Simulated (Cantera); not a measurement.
Charge: 1 mol Al, a varied amount of Cl2, held at 848 K and 1.33 mbar.

Cantera equilibrium calculation (NASA polynomials, part measured and part estimated; ideal gas, pure solids and liquids). Candidate condensed phases: Al, AlCl3; 8 gas species. The tables' values for AlCl2 are old estimates; treat these amounts as uncertain. Rates play no part.

x: gas mole fraction; n: condensed amount in mol.

```json
[
 {"n(Cl2) (mol)": "0.71", "x AlCl3": "0.969", "x Cl2": "<1e-12", "x AlCl": "0.0239", "x AlCl2": "0.00592", "n Al(s)": "___"},
 {"n(Cl2) (mol)": "0.81", "x AlCl3": "0.969", "x Cl2": "<1e-12", "x AlCl": "0.0239", "x AlCl2": "0.00592", "n Al(s)": "___"},
 {"n(Cl2) (mol)": "0.92", "x AlCl3": "0.969", "x Cl2": "<1e-12", "x AlCl": "0.0239", "x AlCl2": "0.00592", "n Al(s)": "___"},
 {"n(Cl2) (mol)": "1", "x AlCl3": "0.969", "x Cl2": "<1e-12", "x AlCl": "0.0239", "x AlCl2": "0.00592", "n Al(s)": "___"},
 {"n(Cl2) (mol)": "1.2", "x AlCl3": "0.969", "x Cl2": "<1e-12", "x AlCl": "0.0239", "x AlCl2": "0.00592", "n Al(s)": "___"},
 {"n(Cl2) (mol)": "1.3", "x AlCl3": "0.969", "x Cl2": "<1e-12", "x AlCl": "0.0239", "x AlCl2": "0.00592", "n Al(s)": "___"},
 {"n(Cl2) (mol)": "1.5", "x AlCl3": "0.998", "x Cl2": "1.74e-10", "x AlCl": "<1e-12", "x AlCl2": "1.00e-8", "n Al(s)": "0"},
 {"n(Cl2) (mol)": "1.7", "x AlCl3": "0.832", "x Cl2": "0.167", "x AlCl": "<1e-12", "x AlCl2": "<1e-12", "n Al(s)": "0"},
 {"n(Cl2) (mol)": "2", "x AlCl3": "0.666", "x Cl2": "0.333", "x AlCl": "<1e-12", "x AlCl2": "<1e-12", "n Al(s)": "0"},
 {"n(Cl2) (mol)": "2.2", "x AlCl3": "0.587", "x Cl2": "0.412", "x AlCl": "<1e-12", "x AlCl2": "<1e-12", "n Al(s)": "0"},
 {"n(Cl2) (mol)": "2.5", "x AlCl3": "0.499", "x Cl2": "0.500", "x AlCl": "<1e-12", "x AlCl2": "<1e-12", "n Al(s)": "0"},
 {"n(Cl2) (mol)": "2.9", "x AlCl3": "0.416", "x Cl2": "0.583", "x AlCl": "<1e-12", "x AlCl2": "<1e-12", "n Al(s)": "0"},
 {"n(Cl2) (mol)": "3.3", "x AlCl3": "0.357", "x Cl2": "0.643", "x AlCl": "<1e-12", "x AlCl2": "<1e-12", "n Al(s)": "0"}
]
```

Fill in the missing entries.


- 0.71, n Al(s): 0.518
- 0.81, n Al(s): 0.450
- 0.92, n Al(s): 0.376
- 1, n Al(s): 0.321
- 1.2, n Al(s): 0.185
- 1.3, n Al(s): 0.118
